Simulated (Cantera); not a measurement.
Standard-state values (1 bar) from the NASA 1993 polynomials, evaluated with Cantera. Values are per mole of reaction as written; species without (g) are pure solids or liquids, kept so even where they would boil at 1 bar.

2 Ca + S2(g) = 2 CaS

```csv
T (K),ΔH° (kJ),ΔS° (J/K),ΔG° (kJ),log10 K
598,…,…,…,…
623,…,…,…,…
648,-1071.8,-193.1,-946.6,76.31
673,-1071.7,-192.9,-941.8,73.10
698,…,…,…,…
```

Problem. Some entries are withheld; supply them.

Solution. 
- 598, ΔH° (kJ): -1072.1
- 598, ΔS° (J/K): -193.6
- 598, ΔG° (kJ): -956.3
- 598, log10 K: 83.53
- 623, ΔH° (kJ): -1071.9
- 623, ΔS° (J/K): -193.3
- 623, ΔG° (kJ): -951.5
- 623, log10 K: 79.77
- 698, ΔH° (kJ): -1071.6
- 698, ΔS° (J/K): -192.8
- 698, ΔG° (kJ): -937.0
- 698, log10 K: 70.12
